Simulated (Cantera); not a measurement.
A freely propagating, adiabatic, planar premixed flame of H₂ : O₂ : N₂ = 1 : 0.735 : 2.35 (molar parts), unburnt at 425 K and 0.130 bar; mixture-averaged transport, grid criteria slope 0.08 and curve 0.16, no radiation.

Detailed kinetics in Cantera: the H2/O2 subset of GRI-Mech 3.0, which has no nitrogen chemistry. Burning velocities carry a grid error of a few per cent, more on coarse grids. Lean hydrogen flames are cellular in practice and burn faster than this planar one.

**Question.** What does this change do: inlet temperature 425 to 325 K?

**Answer.** 
```
quantity                    before     after
------------------------  --------  --------
laminar burning velocity  285 cm/s  182 cm/s
thermal thickness          5.45 mm   4.81 mm
peak x(H₂O₂)               1.35e-5   4.01e-5
peak x(HO₂)               0.000110  0.000141
peak x(H)                   0.0524    0.0456
peak x(OH)                  0.0161    0.0144
```

**Question.** What does this change do: inlet temperature 425 to 598 K?

**Answer.** 
```
quantity                    before     after
------------------------  --------  --------
laminar burning velocity  285 cm/s  536 cm/s
thermal thickness          5.45 mm   6.26 mm
peak x(H₂O₂)               1.35e-5   1.28e-6
peak x(HO₂)               0.000110   5.83e-5
peak x(H)                   0.0524    0.0642
peak x(OH)                  0.0161    0.0192
```
